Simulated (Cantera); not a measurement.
An isothermal plug-flow reactor at 1248 K and 0.470 bar (inlet), inlet velocity 0.52 m/s, active area per volume 6100 1/m; feed CH4 : O2 : N2 : H2O = 0.0021 : 0.041 : 0.79 : 0.02 (molar parts).

Computed with Cantera and Deutschmann's 1995 Pt surface mechanism with GRI-Mech 3.0 gas chemistry. Catalytic surfaces can have several steady states; this one follows from the mechanism file's or the stated starting coverage. Mass transfer to the wall is taken as infinitely fast.

x: gas mole fraction; θ: surface coverage.

```json
[
 {"z (m)": "0.00012", "x CH4": "___", "x O2": "0.0445", "x H2O": "0.0270", "x CO2": "0.00179", "x CO": "1.46e-6", "θ free Pt": "0.584", "θ O*": "0.414", "θ OH*": "0.00124"},
 {"z (m)": "0.00021", "x CH4": "___", "x O2": "0.0436", "x H2O": "0.0279", "x CO2": "0.00221", "x CO": "5.41e-7", "θ free Pt": "0.585", "θ O*": "0.414", "θ OH*": "0.00125"},
 {"z (m)": "0.00038", "x CH4": "___", "x O2": "0.0432", "x H2O": "0.0283", "x CO2": "0.00241", "x CO": "8.51e-8", "θ free Pt": "0.586", "θ O*": "0.413", "θ OH*": "0.00126"},
 {"z (m)": "0.00068", "x CH4": "___", "x O2": "0.0432", "x H2O": "0.0283", "x CO2": "0.00245", "x CO": "5.77e-9", "θ free Pt": "0.586", "θ O*": "0.413", "θ OH*": "0.00126"},
 {"z (m)": "0.0012", "x CH4": "___", "x O2": "0.0431", "x H2O": "0.0284", "x CO2": "0.00245", "x CO": "1.92e-9", "θ free Pt": "0.586", "θ O*": "0.413", "θ OH*": "0.00126"},
 {"z (m)": "0.0021", "x CH4": "___", "x O2": "0.0431", "x H2O": "0.0284", "x CO2": "0.00246", "x CO": "1.11e-9", "θ free Pt": "0.586", "θ O*": "0.413", "θ OH*": "0.00126"},
 {"z (m)": "0.0038", "x CH4": "9.31e-10", "x O2": "0.0431", "x H2O": "0.0284", "x CO2": "0.00246", "x CO": "4.89e-10", "θ free Pt": "0.586", "θ O*": "0.413", "θ OH*": "0.00126"},
 {"z (m)": "0.0068", "x CH4": "7.90e-11", "x O2": "0.0431", "x H2O": "0.0284", "x CO2": "0.00246", "x CO": "1.82e-10", "θ free Pt": "0.586", "θ O*": "0.413", "θ OH*": "0.00126"},
 {"z (m)": "0.012", "x CH4": "1.81e-11", "x O2": "0.0431", "x H2O": "0.0284", "x CO2": "0.00246", "x CO": "9.32e-11", "θ free Pt": "0.586", "θ O*": "0.413", "θ OH*": "0.00126"}
]
```

**Question.** Complete the blanks.

**Answer.** 
- 0.00012, x CH4: 0.000658
- 0.00021, x CH4: 0.000243
- 0.00038, x CH4: 3.69e-5
- 0.00068, x CH4: 1.48e-6
- 0.0012, x CH4: 7.72e-8
- 0.0021, x CH4: 1.53e-8
